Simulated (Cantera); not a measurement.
An isothermal, constant-pressure homogeneous reactor starts with 18.0 % H2, 81.6 % O2, 0.392 % H2O, equivalence ratio 0.11, at 1200 K and 20.0 Torr.

Cantera simulation using GRI-Mech 3.0 (53 species, 325 reactions); the numbers are that mechanism's predictions, not measurements. Radical loss at walls, strong at low pressure, is not modelled. The temperature is held fixed by assumption; the heat of reaction is taken as removed at once.

x: mole fraction; the columns are a selection and need not sum to one.

| t (s) | x H2 | x O2 | x H2O | x H | x HO2 | x H2O2 |
|---|---|---|---|---|---|---|
| 3.00e-6 | 0.180 | 0.816 | 0.00392 | 7.68e-10 | 8.08e-10 | <1e-12 |
| 2.85e-5 | 0.180 | 0.816 | 0.00392 | ? | ? | 3.19e-12 |
| 0.000271 | 0.180 | 0.816 | 0.00393 | 8.36e-6 | 1.41e-7 | 3.55e-10 |
| 0.00258 | 0.00535 | 0.750 | 0.170 | 0.0261 | 1.75e-5 | 6.68e-7 |
| 0.0245 | 0.000137 | 0.797 | 0.201 | 9.13e-5 | 4.74e-6 | 3.48e-7 |
| 0.233 | 2.47e-6 | 0.798 | 0.202 | 2.47e-7 | 1.85e-7 | 3.81e-8 |
| 2.21 | 1.42e-7 | 0.798 | 0.202 | 3.62e-9 | 1.95e-8 | 4.22e-9 |
| 21.0 | ? | 0.798 | 0.202 | 1.94e-10 | 2.01e-8 | 7.79e-10 |
| 200 | 1.77e-8 | 0.798 | 0.202 | 1.62e-10 | 2.09e-8 | 7.05e-10 |

Question: What belongs in the gaps?

Answer: 
- 2.85e-5, x H: 7.18e-9
- 2.85e-5, x HO2: 7.70e-9
- 21.0, x H2: 2.00e-8
